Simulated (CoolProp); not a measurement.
Tetrahydrofuran at several states: density (kg/m³) from the reference equation and from simpler models built on Tc = 540.2 K, pc = 5.304 MPa, ω = 0.234; each cubic takes its own stable root.

Values from CoolProp's reference Helmholtz-energy equation of state, Fiedler 2023.

```tsv
T (K)	p (MPa)	phase	reference	van der Waals	Redlich-Kwong	Soave-Redlich-Kwong	Peng-Robinson
485.6	0.898	gas	17.57	17.23	17.49	17.56	17.70
522.6	0.0221	gas	0.3673	0.3672	0.3673	0.3673	0.3674
397.2	0.522	liquid	764.3	12.17	12.46	704.2	798.2
450.7	0.581	gas	12.03	11.80	11.96	12.02	12.08
316.3	7.53	liquid	869.0	544.7	793.1	810.8	913.0
```

At some of these states van der Waals, Redlich-Kwong gives the other phase, because its saturation line lies elsewhere.
